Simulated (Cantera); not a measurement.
Thermodynamics of silicon etching in halogen gases, feed Si + HF + N2 + HCl

Charge: 1 mol Si, a varied amount of HF, 0.6 mol N2, 6.1 mol HCl, at 825 K and 87000 Pa.

These are equilibrium values from Cantera (NASA tables, ideal gas, pure condensed phases), not measurements of a reactor. Candidate condensed phases: NH4Cl, Si, Si3N4; 49 gas species. Rates play no part.

```tsv
n(HF) (mol)	log p HCl	log p HF	log p H2	log p SiCl4	log p SiF4	log p N2
1.1	-0.39	-4.15	-0.59	-1.03	-1.45	-1.12
4.1	-0.27	-2.05	-0.75	-8.54	-1.05	-1.27
7	-0.38	-0.69	-0.86	<-12	-1.16	-1.39
10	-0.47	-0.48	-0.96	<-12	-1.26	-1.48
13	-0.55	-0.38	-1.03	<-12	-1.33	-1.55
16	-0.61	-0.32	-1.10	<-12	-1.40	-1.62
19	-0.67	-0.28	-1.15	<-12	-1.45	-1.68
```
log p: log10 of the partial pressure in bar; nothing condenses.

From 1.1 mol HF to 19 mol HF nothing is condensed. The main Si-bearing gas is SiCl4 at 1.1 mol HF and SiF4 at 19 mol HF.
